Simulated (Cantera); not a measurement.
An adiabatic, constant-pressure homogeneous reactor starts with CH₃OH : O₂ : N₂ = 1 : 1.15 : 4.34 (molar parts), at 1248 K and 0.350 bar. Integrator tolerance rtol = 1e-08.

Model: GRI-Mech 3.0 (53 species, 325 reactions), integrated in Cantera. GRI-Mech 3.0 was tuned for natural gas; its chemistry of methanol as a main component is partial and can be far from experiment.

Question: What does this change do: pressure from 0.350 bar to 1.10 bar?

Answer: 
```tsv
quantity	before	after
time of steepest temperature rise	11.1 ms	3.90 ms
temperature at 0.700 s	2564 K	2631 K
equilibrium temperature	2564 K	2631 K
x(CH₃OH) at 0.700 s	<1e-12 (gas-phase equilibrium <1e-12)	<1e-12 (gas-phase equilibrium <1e-12)
x(O₂) at 0.700 s	0.00551 (gas-phase equilibrium 0.00551)	0.00379 (gas-phase equilibrium 0.00379)
x(CH₂CO) at 0.700 s	<1e-12 (gas-phase equilibrium <1e-12)	<1e-12 (gas-phase equilibrium <1e-12)
x(CO₂) at 0.700 s	0.0613 (gas-phase equilibrium 0.0613)	0.0635 (gas-phase equilibrium 0.0635)
x(OH) at 0.700 s	0.0135 (gas-phase equilibrium 0.0135)	0.0114 (gas-phase equilibrium 0.0114)
x(HCN) at 0.700 s	1.46e-9 (gas-phase equilibrium 1.46e-9)	4.01e-9 (gas-phase equilibrium 4.01e-9)
```

Question: What does this change do: constant volume in place of constant pressure?

Answer: 
```csv
quantity,before,after
time of steepest temperature rise,11.1 ms,10.7 ms
temperature at 0.700 s,2564 K,2755 K
equilibrium temperature,2564 K,2755 K
x(CH₃OH) at 0.700 s,<1e-12 (gas-phase equilibrium <1e-12),<1e-12 (gas-phase equilibrium <1e-12)
x(O₂) at 0.700 s,0.00551 (gas-phase equilibrium 0.00551),0.00830 (gas-phase equilibrium 0.00830)
x(CH₂CO) at 0.700 s,<1e-12 (gas-phase equilibrium <1e-12),<1e-12 (gas-phase equilibrium <1e-12)
x(CO₂) at 0.700 s,0.0613 (gas-phase equilibrium 0.0613),0.0537 (gas-phase equilibrium 0.0537)
x(OH) at 0.700 s,0.0135 (gas-phase equilibrium 0.0135),0.0194 (gas-phase equilibrium 0.0194)
x(HCN) at 0.700 s,1.46e-9 (gas-phase equilibrium 1.46e-9),4.84e-9 (gas-phase equilibrium 4.84e-9)
```

Question: What does this change do: 0.57 parts CO2 added?

Answer: 
| quantity | before | after |
|---|---|---|
| time of steepest temperature rise | 11.1 ms | 11.1 ms |
| temperature at 0.700 s | 2564 K | 2471 K |
| equilibrium temperature | 2564 K | 2471 K |
| x(CH₃OH) at 0.700 s | <1e-12 (gas-phase equilibrium <1e-12) | <1e-12 (gas-phase equilibrium <1e-12) |
| x(O₂) at 0.700 s | 0.00551 (gas-phase equilibrium 0.00551) | 0.00579 (gas-phase equilibrium 0.00579) |
| x(CH₂CO) at 0.700 s | <1e-12 (gas-phase equilibrium <1e-12) | <1e-12 (gas-phase equilibrium <1e-12) |
| x(CO₂) at 0.700 s | 0.0613 (gas-phase equilibrium 0.0613) | 0.115 (gas-phase equilibrium 0.115) |
| x(OH) at 0.700 s | 0.0135 (gas-phase equilibrium 0.0135) | 0.0103 (gas-phase equilibrium 0.0103) |
| x(HCN) at 0.700 s | 1.46e-9 (gas-phase equilibrium 1.46e-9) | 7.84e-10 (gas-phase equilibrium 7.84e-10) |
